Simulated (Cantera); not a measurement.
Input: 1 mol BN, 8.1 mol NF3, 12 mol H2, 5.7 mol Cl2, at 1477 °C and 0.0308 Torr.

Method: chemical equilibrium by Gibbs-energy minimisation in Cantera with the NASA 1993 tables (ideal gas, pure condensed phases). Candidate condensed phases: B, BN, NH4Cl; 40 gas species. The tables' values for BF2 are old estimates; treat these amounts as uncertain. Rates play no part.

Base state: HF 0.556, Cl 0.228, N2 0.119, HCl 0.0703, BF3 0.0261, H 0.000315, F 0.000301, H2 7.50e-5 (mole fractions); condensed: gas only.

**Question.** What changes in the equilibrium state with this change: Cl2 from 5.7 to 31 mol?

**Answer.** 
| species | before | after |
|---|---|---|
| Cl | 0.228 | 0.666 |
| HF | 0.556 | 0.239 |
| N2 | 0.119 | 0.0512 |
| BF3 | 0.0261 | 0.0112 |
| HCl | 0.0703 | 0.0312 |
| H2 | 7.50e-5 | 1.72e-6 |
| Cl2 | 3.45e-5 | 0.000296 |
| H | 0.000315 | 4.76e-5 |
